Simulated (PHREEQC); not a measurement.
Solution (25 °C): 0.13 mol/kgw NiSO4, 0.026 mol/kgw NiCl2 and 0.14 mol/kgw HCl. Closed to the air; pH follows from the charge balance.

Computed with PHREEQC (ion-association model, wateq4f.dat).

Problem. The ionic strength comes out as 0.436 mol/kgw. What activity coefficients do H+, Ni(SO4)2-2, NiCl+, HSO4-, SO4-2 get?

Solution. H+ 0.77, Ni(SO4)2-2 0.29, NiCl+ 0.73, HSO4- 0.68, SO4-2 0.22.

No solid was allowed to form. Species that the database lacks are ignored.
